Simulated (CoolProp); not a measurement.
Vapour-liquid equilibrium of R227EA (1) + isobutene (2) at 287.8 K; x and y are mole fractions of (1).

Values from CoolProp's multi-fluid Helmholtz-energy mixture model, Lemmon 2016 and Lemmon 2005; pair parameters Bell 2016.

| x | bubble pressure (bar) | y at the bubble point | dew pressure at overall composition x (bar) | liquid density (mol/L) |
|---|---|---|---|---|
| 0.05 | 2.551 | 0.168 | 2.296 | 10.54 |
| 0.125 | 2.921 | 0.311 | 2.454 | 10.29 |
| 0.2 | 3.164 | 0.396 | 2.628 | 10.06 |
| 0.275 | 3.326 | 0.454 | 2.822 | 9.837 |
| 0.35 | 3.438 | 0.499 | 3.031 | 9.631 |
| 0.425 | 3.517 | 0.537 | 3.246 | 9.440 |
| 0.5 | 3.572 | 0.574 | 3.440 | 9.263 |
| 0.575 | 3.607 | 0.612 | 3.573 | 9.101 |
| 0.65 | 3.621 | 0.654 | 3.621 | 8.952 |
| 0.725 | 3.612 | 0.703 | 3.600 | 8.816 |
| 0.8 | 3.573 | 0.761 | 3.536 | 8.692 |
| 0.875 | 3.498 | 0.834 | 3.446 | 8.579 |
| 0.95 | 3.378 | 0.925 | 3.343 | 8.475 |

y crosses x between x = 0.65 and 0.725: the model has an azeotrope there.

The pair parameters rest on a limited set of measurements; away from them the model extrapolates.
